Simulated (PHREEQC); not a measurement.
Solution A (61 mmol/kgw ZnSO4, 0.57 mmol/kgw H2SO4 and 17 mmol/kgw Na2SO4) is mixed with solution B (0.013 mol/kgw CaCl2) at 40 °C; shares are by mass of water, 1 kg in all. Oxygen is held at 0.21 atm. No CO2 enters from the air. Only these solids could form: Gypsum, Portlandite, Zn(OH)2-e, Zn4(OH)6SO4, Zn5(OH)8Cl2, Halite, Mirabilite, Goslarite.

The series has 21 steps of share of solution B, from 0 to 1.

Model: ion-association model, wateq4f.dat, run in PHREEQC.

Between which two steps does the pH jump most, and from what to what?

Between share of solution B = 0.95 and 1: from 4.38 to 6.75.

At this temperature some constants are extrapolated from 25 °C, and those without enthalpy data are left unchanged.
